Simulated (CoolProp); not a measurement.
Properties of R1132(E) at several states (Tc = 348.8 K, pc = 5.174 MPa, ω = 0.245).

The numbers come from the reference Helmholtz-energy equation of state, Akasaka 2024 in CoolProp.

```json
[
 {"T (K)": "256.3", "p (MPa)": "6.5", "phase": "liquid", "cv (kJ/(kg K))": "[?]", "isothermal compressibility (1/MPa)": "[?]"},
 {"T (K)": "292.9", "p (MPa)": "0.357", "phase": "gas", "cv (kJ/(kg K))": "0.8220", "isothermal compressibility (1/MPa)": "2.938"},
 {"T (K)": "279.6", "p (MPa)": "0.518", "phase": "gas", "cv (kJ/(kg K))": "[?]", "isothermal compressibility (1/MPa)": "[?]"},
 {"T (K)": "258.5", "p (MPa)": "0.0815", "phase": "gas", "cv (kJ/(kg K))": "0.7487", "isothermal compressibility (1/MPa)": "12.46"},
 {"T (K)": "267", "p (MPa)": "0.847", "phase": "liquid", "cv (kJ/(kg K))": "1.064", "isothermal compressibility (1/MPa)": "0.003517"}
]
```

### Question
Some entries are withheld; supply them.

### Answer

- 256.3, cv (kJ/(kg K)): 1.066
- 256.3, isothermal compressibility (1/MPa): 0.002392
- 279.6, cv (kJ/(kg K)): 0.8164
- 279.6, isothermal compressibility (1/MPa): 2.108
